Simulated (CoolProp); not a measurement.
Vapour-liquid equilibrium of CHF3 (R23) (1) + C2F6 (R116) (2) at -3.05 °C; x and y are mole fractions of (1).

Values from CoolProp's multi-fluid Helmholtz-energy mixture model, Penoncello 2003 and Lemmon 2006; pair parameters Bell 2016.

Q: Give the bubble pressure and the first vapour's composition at x = 0.5, 0.8, 0.95. Is there an azeotrope?

A: x = 0.5: 2.584 MPa, y = 0.538; x = 0.8: 2.575 MPa, y = 0.769; x = 0.95: 2.395 MPa, y = 0.928. y crosses x between x = 0.5 and 0.65: the model has an azeotrope there.

Pair parameters are fitted to limited data, so mixtures are less certain than the pure fluids.
